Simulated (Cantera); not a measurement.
Charge: 1 mol Al, 5.3 mol HBr, 0.55 mol H₂, equilibrated at 24.0 mbar.

These are equilibrium values from Cantera (NASA tables, ideal gas, pure condensed phases), not measurements of a reactor. Candidate condensed phases: Al, AlBr₃, Br₂; 11 gas species. The numbers say what is thermodynamically allowed, not how fast it happens.

Q: At 1323 K, list the 4 most abundant gas species with their mole fractions, and the condensed phases.

A: HBr 0.428, H₂ 0.384, AlBr₃ 0.187, Br 0.00152. Condensed: gas only.
